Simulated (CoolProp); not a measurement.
Saturation properties of isohexane.

Model: reference Helmholtz-energy equation of state, Lemmon 2006, in CoolProp. It is a short technical equation, of lower accuracy than the large ones.

```
T (°C)  p (kPa)  liquid density (kg/m³)  enthalpy of vaporisation (kJ/kg)  liquid cp (kJ/(kg K))  surface tension (mN/m)
------  -------  ----------------------  --------------------------------  ---------------------  ----------------------
71.95     145.1                   603.3                             314.3                  2.474                    12.2
81.65     191.3                     [?]                               [?]                    [?]                    11.3
91.35     247.9                   583.0                               [?]                  2.582                    10.4
100.95    315.8                   572.4                             290.3                  2.638                    9.52
110.65      [?]                     [?]                             281.4                  2.698                    8.64
120.35      [?]                   549.7                             272.0                  2.761                    7.77
130.05    608.7                   537.5                             261.8                  2.829                     [?]
139.75    741.1                   524.7                             251.0                  2.903                    6.07
```

### Question
Fill in the missing entries.

### Answer

- 81.65, liquid density (kg/m³): 593.3
- 81.65, enthalpy of vaporisation (kJ/kg): 306.7
- 81.65, liquid cp (kJ/(kg K)): 2.527
- 91.35, enthalpy of vaporisation (kJ/kg): 298.7
- 110.65, p (kPa): 397.8
- 110.65, liquid density (kg/m³): 561.3
- 120.35, p (kPa): 494.9
- 130.05, surface tension (mN/m): 6.91

It boils at 60.2 °C under 1 atm.

Surface tension comes from a separate correlation (Mulero 2012).
